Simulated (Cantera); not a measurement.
A freely propagating, adiabatic, planar premixed flame of 2.97 % CH₄, 3.86 % C₂H₆, 0.772 % C₃H₈, 19.4 % O₂, 73.0 % N₂, equivalence ratio 1.2, unburnt at 600 K and 0.651 atm; mixture-averaged transport, grid criteria slope 0.08 and curve 0.16, no radiation.

Cantera simulation using GRI-Mech 3.0 (53 species, 325 reactions); the numbers are that mechanism's predictions, not measurements. Burning velocities carry a grid error of a few per cent, more on coarse grids.

Question: Predict: laminar burning velocity; thermal thickness; peak x(HCO); peak x(HCN).

Answer: 
```json
{
  "laminar_burning_velocity": "145 cm/s",
  "thermal_thickness": "0.424 mm",
  "peak x(HCO)": "0.000105",
  "peak x(HCN)": "1.45e-5"
}
```
